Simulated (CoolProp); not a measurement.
Dodecamethylpentasiloxane (MD3M) along the isobar 1.21 MPa: fugacity coefficient from the reference equation and from simpler models built on Tc = 628.0 K, pc = 0.9540 MPa, ω = 0.730; each cubic takes its own stable root.

Model: reference Helmholtz-energy equation of state, Thol 2019, in CoolProp.

```csv
T (K),phase,reference,Redlich-Kwong,Soave-Redlich-Kwong
272.6,liquid,4.787e-7,0.0002646,7.366e-7
277.6,liquid,8.423e-7,0.0003592,1.249e-6
282.6,liquid,1.445e-6,0.0004809,2.071e-6
287.6,liquid,2.421e-6,0.0006355,3.362e-6
292.6,liquid,3.967e-6,0.0008295,5.350e-6
297.6,liquid,6.361e-6,0.001070,8.355e-6
302.6,liquid,9.999e-6,0.001366,1.282e-5
307.6,liquid,1.542e-5,0.001726,1.933e-5
312.6,liquid,2.336e-5,0.002159,2.868e-5
317.6,liquid,3.480e-5,0.002677,4.193e-5
322.7,liquid,5.138e-5,0.003304,6.083e-5
327.7,liquid,7.414e-5,0.004027,8.641e-5
332.7,liquid,0.0001054,0.004870,0.0001211
337.7,liquid,0.0001479,0.005847,0.0001677
342.7,liquid,0.0002048,0.006972,0.0002295
```
